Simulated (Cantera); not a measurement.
A freely propagating, adiabatic, planar premixed flame of 37.8 % H2, 11.1 % O2, 48.8 % N2, 2.23 % H2O, equivalence ratio 1.7, unburnt at 450 K and 17000 Pa; mixture-averaged transport, grid criteria slope 0.08 and curve 0.16, no radiation.

Computed with Cantera and the H2/O2 subset of GRI-Mech 3.0, which has no nitrogen chemistry. Burning velocities carry a grid error of a few per cent, more on coarse grids.

x: mole fraction of selected species; z is measured from the peak of heat release.

```json
[
 {"z (mm)": "-12.4", "T (K)": "450", "u (m/s)": "4.00", "x H2": "0.378", "x O2": "0.111", "x H2O": "0.0223", "x HO2": "<1e-8", "x H": "<1e-8", "x OH": "<1e-8"},
 {"z (mm)": "-8.25", "T (K)": "450", "u (m/s)": "4.00", "x H2": "0.378", "x O2": "0.111", "x H2O": "0.0223", "x HO2": "<1e-8", "x H": "<1e-8", "x OH": "<1e-8"},
 {"z (mm)": "-6.19", "T (K)": "450", "u (m/s)": "4.00", "x H2": "0.378", "x O2": "0.111", "x H2O": "0.0223", "x HO2": "<1e-8", "x H": "<1e-8", "x OH": "<1e-8"},
 {"z (mm)": "-4.13", "T (K)": "450", "u (m/s)": "4.00", "x H2": "0.378", "x O2": "0.111", "x H2O": "0.0223", "x HO2": "6.35e-8", "x H": "<1e-8", "x OH": "<1e-8"},
 {"z (mm)": "-2.06", "T (K)": "461", "u (m/s)": "4.09", "x H2": "0.376", "x O2": "0.111", "x H2O": "0.0229", "x HO2": "9.42e-5", "x H": "0.000126", "x OH": "4.09e-5"},
 {"z (mm)": "-1.03", "T (K)": "660", "u (m/s)": "5.76", "x H2": "0.348", "x O2": "0.106", "x H2O": "0.0395", "x HO2": "5.13e-5", "x H": "0.00828", "x OH": "0.000430"},
 {"z (mm)": "0", "T (K)": "1058", "u (m/s)": "8.97", "x H2": "0.235", "x O2": "0.0671", "x H2O": "0.124", "x HO2": "1.63e-5", "x H": "0.0591", "x OH": "0.00158"},
 {"z (mm)": "1.03", "T (K)": "1310", "u (m/s)": "11.0", "x H2": "0.137", "x O2": "0.0126", "x H2O": "0.228", "x HO2": "2.81e-6", "x H": "0.0981", "x OH": "0.00342"},
 {"z (mm)": "2.06", "T (K)": "1408", "u (m/s)": "11.8", "x H2": "0.126", "x O2": "0.00347", "x H2O": "0.247", "x HO2": "7.18e-7", "x H": "0.0968", "x OH": "0.00401"},
 {"z (mm)": "4.13", "T (K)": "1511", "u (m/s)": "12.5", "x H2": "0.132", "x O2": "0.00231", "x H2O": "0.251", "x HO2": "4.28e-7", "x H": "0.0845", "x OH": "0.00474"},
 {"z (mm)": "8.25", "T (K)": "1625", "u (m/s)": "13.4", "x H2": "0.140", "x O2": "…", "x H2O": "0.254", "x HO2": "…", "x H": "…", "x OH": "0.00529"},
 {"z (mm)": "16.5", "T (K)": "1744", "u (m/s)": "14.2", "x H2": "0.148", "x O2": "…", "x H2O": "0.258", "x HO2": "…", "x H": "…", "x OH": "0.00539"},
 {"z (mm)": "33.0", "T (K)": "1854", "u (m/s)": "15.0", "x H2": "0.155", "x O2": "0.000706", "x H2O": "0.262", "x HO2": "1.14e-7", "x H": "0.0391", "x OH": "0.00492"}
]
```

### Question
Some entries are withheld; supply them.

### Answer

- 8.25, x O2: 0.00178
- 8.25, x HO2: 2.98e-7
- 8.25, x H: 0.0693
- 16.5, x O2: 0.00120
- 16.5, x HO2: 1.91e-7
- 16.5, x H: 0.0536
